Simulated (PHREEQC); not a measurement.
Synthetic water in mg/L, 25 °C, pH 5.64, pe 12.3:

| constituent | mg/L |
|---|---|
| Na | 0.306 |
| K | 0.346 |
| Ca | 0.207 |
| Mg | 0.184 |
| Cl | 0.635 |
| S(6) as SO4 | 0.457 |
| Alkalinity as HCO3 | 1.19 |
| Br | 0.0386 |
| Sr | 0.00439 |
| Pb | 0.2 |
| O(0) (dissolved oxygen) | 0.0428 |

Valence states are taken as typed.

Equilibrium calculation in PHREEQC: ion-association model, wateq4f.dat.

| quantity | before | after |
|---|---|---|
| CO2 (mol/kgw) | 0.000111 | 0.000103 |
| MgSO4 (mol/kgw) | 7.78e-9 | 2.31e-8 |
| PbOH+ (mol/kgw) | 7.71e-9 | 7.64e-9 |
| PbCO3 (mol/kgw) | 6.88e-9 | 1.08e-8 |
| CaSO4 (mol/kgw) | 4.52e-9 | 6.65e-9 |
| MgHCO3+ (mol/kgw) | 1.85e-9 | 2.82e-9 |
| SI of Cerrusite (PbCO3) | -2.27 | -2.59 |
| SI of Pb(OH)2 (Pb(OH)2) | -2.92 | -1.45 |

**Question.** Which change was made?
(A) pH from 5.64 to 5.5 at the same alkalinity
(B) Cl from 0.635 to 1.27 mg/L
(C) temperature from 25 to 75 °C at the same typed pH

**Answer.** C, temperature from 25 to 75 °C at the same typed pH

Precipitation was switched off in this run. Away from 25 °C the constants follow the database's enthalpies or fits; those with neither stay at their 25 °C values.
